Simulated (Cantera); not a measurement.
A perfectly stirred reactor is fed with N₂O : H₂ : N₂ = 1 : 0.045 : 6.3 (molar parts), at 0.700 bar; it is held at 1375 K, and followed from long to short residence time.

Detailed kinetics in Cantera: GRI-Mech 3.0 (53 species, 325 reactions). GRI-Mech 3.0 was tuned for natural gas; its chemistry of N2O as a main component is partial and can be far from experiment. The mechanism lacks the step 2 NO + O2 → 2 NO2, which can matter for NO2 below about 1400 K. The temperature is held fixed by assumption; the heat of reaction is taken as removed at once.

Problem. What does this change do: H2 0.045 to 0.025 parts?

Solution. 
| quantity | before | after |
|---|---|---|
| x(N₂O) at τ = 1.50 s | 0.0132 | 0.0136 |
| x(H₂) at τ = 1.50 s | 6.09e-6 | 4.34e-6 |
| x(OH) at τ = 1.50 s | 2.97e-5 | 2.22e-5 |
| x(NO) at τ = 1.50 s | 0.0116 | 0.0119 |
| x(H₂O₂) at τ = 1.50 s | 3.87e-9 | 2.25e-9 |
| x(N₂O) at τ = 63.0 ms | 0.0873 | 0.0896 |
| x(H₂) at τ = 63.0 ms | 8.87e-5 | 6.19e-5 |
| x(OH) at τ = 63.0 ms | 4.66e-5 | 3.58e-5 |
| x(NO) at τ = 63.0 ms | 0.00628 | 0.00644 |
| x(H₂O₂) at τ = 63.0 ms | 8.79e-9 | 5.47e-9 |

Problem. What does this change do: 0.073 parts H2O added?

Solution. 
```csv
quantity,before,after
x(N₂O) at τ = 1.50 s,0.0132,0.0125
x(H₂) at τ = 1.50 s,6.09e-6,4.55e-6
x(OH) at τ = 1.50 s,2.97e-5,4.67e-5
x(NO) at τ = 1.50 s,0.0116,0.0106
x(H₂O₂) at τ = 1.50 s,3.87e-9,8.84e-9
x(N₂O) at τ = 63.0 ms,0.0873,0.0851
x(H₂) at τ = 63.0 ms,8.87e-5,6.47e-5
x(OH) at τ = 63.0 ms,4.66e-5,6.74e-5
x(NO) at τ = 63.0 ms,0.00628,0.00596
x(H₂O₂) at τ = 63.0 ms,8.79e-9,1.70e-8
```
